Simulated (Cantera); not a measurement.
Feed: 1 mol Si(CH3)4, 0.04 mol C3H8, 6 mol H2, held at 1977 °C and 10000 Pa.

Equilibrium computed with Cantera from the NASA thermochemical tables; the gas is ideal and each condensed phase is pure. Candidate condensed phases: C, C6H6, C7H8, C8H18, Si, SiC; 87 gas species. Gases not in the tables: Si2H6 and higher silanes. Kinetics and transport are ignored.

Base state: H2 0.973, H 0.0232, C2H2 (acetylene) 0.00326, Si 0.000738, SiH 9.26e-5, SiC2 8.53e-5, Si2C 5.11e-5, SiH2 4.54e-5 (mole fractions); condensed: C(graphite) + SiC(s).

Question: What changes in the equilibrium state with this change: pressure from 10000 Pa to 133 Pa?

Answer: 
| species | before | after |
|---|---|---|
| H2 | 0.973 | 0.755 |
| H | 0.0232 | 0.177 |
| Si | 0.000738 | 0.0548 |
| CH4 | 2.24e-5 | 1.80e-7 |
| SiC2 | 8.53e-5 | 0.00633 |
| Si2C | 5.11e-5 | 0.00376 |
| Si2 | 1.62e-6 | 0.000119 |
| C(graphite), mol | 3.05 | 3.81 |
| SiC(s), mol | 0.987 | 0 |
